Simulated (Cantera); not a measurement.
Input: 1 mol Si, 0.01 mol N₂O, 89 mol N₂, 0.095 mol H₂O, at 1500 Pa.

Equilibrium computed with Cantera from the NASA thermochemical tables; the gas is ideal and each condensed phase is pure. Candidate condensed phases: H₂O, Si, SiO₂, Si₂N₂O, Si₃N₄; 35 gas species. Mutual solubility and eutectic melting of coexisting phases are not modelled. The numbers say what is thermodynamically allowed, not how fast it happens.

Task: Which condensed phases are stable at each of these points (T (K)): 1173, 1273, 1373, 1473, 1573, 1673, 1773, 1873, 1973, 2073?

Result: 
```json
[
 {"T (K)": "1173", "condensed phases": "Si₂N₂O(s) + Si₃N₄(s)", "Si condensed (%)": "100.0"},
 {"T (K)": "1273", "condensed phases": "Si₂N₂O(s) + Si₃N₄(s)", "Si condensed (%)": "100.0"},
 {"T (K)": "1373", "condensed phases": "Si₂N₂O(s) + Si₃N₄(s)", "Si condensed (%)": "100.0"},
 {"T (K)": "1473", "condensed phases": "Si₂N₂O(s) + Si₃N₄(s)", "Si condensed (%)": "100.0"},
 {"T (K)": "1573", "condensed phases": "Si₂N₂O(s) + Si₃N₄(s)", "Si condensed (%)": "99.4"},
 {"T (K)": "1673", "condensed phases": "Si₂N₂O(s) + Si₃N₄(s)", "Si condensed (%)": "91.1"},
 {"T (K)": "1773", "condensed phases": "Si₃N₄(s)", "Si condensed (%)": "88.7"},
 {"T (K)": "1873", "condensed phases": "Si(l)", "Si condensed (%)": "83.2"},
 {"T (K)": "1973", "condensed phases": "Si(l)", "Si condensed (%)": "67.8"},
 {"T (K)": "2073", "condensed phases": "Si(l)", "Si condensed (%)": "22.2"}
]
```

From 1173 K to 1673 K the condensed part is Si₂N₂O(s) + Si₃N₄(s). At 1773 K the condensed part is Si₃N₄(s). From 1873 K to 2073 K the condensed part is Si(l).
